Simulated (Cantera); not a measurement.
## Stirred combustor or abatement burner

A perfectly stirred reactor is fed with C₂H₄ : O₂ : N₂ : H₂O = 1 : 5.66 : 21.3 : 1.9 (molar parts), at 1000000 Pa; it is adiabatic with a 575 K inlet, and is followed from long to short residence time, starting on the burning branch (τ in s: 0.025, 0.0097, 0.0037, 0.0014, 0.00055, 0.00021, 8.1e-05, 3.1e-05, 1.2e-05).

Detailed kinetics in Cantera: GRI-Mech 3.0 (53 species, 325 reactions). GRI-Mech 3.0 was tuned for natural gas; its chemistry of ethylene as a main component is partial and can be far from experiment.

| τ (s) | T (K) | x C₂H₄ | x O₂ | x H₂O | x N₂O | x HCN | x CH₂CO | x H₂ |
|---|---|---|---|---|---|---|---|---|
| 0.025 | 1790 | 6.34e-6 | 0.0891 | 0.130 | 8.68e-7 | 2.11e-9 | 3.53e-6 | 2.04e-5 |
| 0.0097 | 1788 | 1.28e-5 | 0.0892 | 0.130 | 1.29e-6 | 3.30e-9 | 7.48e-6 | 3.48e-5 |
| 0.0037 | 1783 | 2.53e-5 | 0.0894 | 0.130 | 1.94e-6 | 5.54e-9 | 1.55e-5 | 6.27e-5 |
| 0.0014 | 1774 | 4.92e-5 | 0.0899 | 0.130 | 2.67e-6 | 9.11e-9 | 3.14e-5 | 0.000116 |
| 0.00055 | 1757 | 9.40e-5 | 0.0908 | 0.129 | 3.06e-6 | 1.35e-8 | 6.23e-5 | 0.000210 |
| 0.00021 | 1722 | 0.000196 | 0.0929 | 0.128 | 2.80e-6 | 1.84e-8 | 0.000132 | 0.000391 |
| 8.1e-5 | 575 | 0.0335 | 0.190 | 0.0636 | <1e-12 | <1e-12 | <1e-12 | <1e-12 |
| 3.1e-5 | 575 | 0.0335 | 0.190 | 0.0636 | <1e-12 | <1e-12 | <1e-12 | <1e-12 |
| 1.2e-5 | 575 | 0.0335 | 0.190 | 0.0636 | <1e-12 | <1e-12 | <1e-12 | <1e-12 |
x: mole fraction; the columns are a selection and need not sum to one.
